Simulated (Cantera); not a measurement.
An isothermal, constant-pressure homogeneous reactor starts with 0.0207 % H₂, 22.2 % O₂, 77.8 % N₂, at 1425 K and 0.00849 atm.

Model: GRI-Mech 3.0 (53 species, 325 reactions), integrated in Cantera. Radical loss at walls, strong at low pressure, is not modelled.

One state of this run: x H₂ = 8.70e-8; x O₂ = 0.222; x OH = 2.98e-5; x H = 5.51e-7; x NO = 2.12e-9; x H₂O₂ = 2.42e-11. x: mole fraction; the columns are a selection and need not sum to one.

Problem. Which value of t (s) does it belong to?
A. 5.53e-5
B. 0.000153
C. 2.00e-5
D. 0.523

Solution. D, 0.523
